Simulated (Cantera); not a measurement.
**Thermodynamics of calcination and drying, feed Mg(OH)2 + CO2**

A closed system holds: 1 mol Mg(OH)2, 2 mol CO2, held at 1175 °C and 130000 Pa.

Method: chemical equilibrium by Gibbs-energy minimisation in Cantera with the NASA 1993 tables (ideal gas, pure condensed phases). Candidate condensed phases: C, C6H6, C7H8, C8H18, H2O, Mg, MgCO3, MgO, Mg(OH)2; 116 gas species. Rates play no part.

```
Item                                        Value
--------------------------------------  ---------
x(CO2)                                      0.666
x(H2O)                                      0.333
x(CO)                                    0.000141
x(O2)                                     8.22e-5
x(H2)                                     2.97e-5
x(OH)                                     1.18e-5
n(MgO(s))                                1.00 mol
gas amount                              3.000 mol
log10 activity of C(graphite) (absent)     -10.38
log10 activity of Mg(l) (absent)           -13.94
```
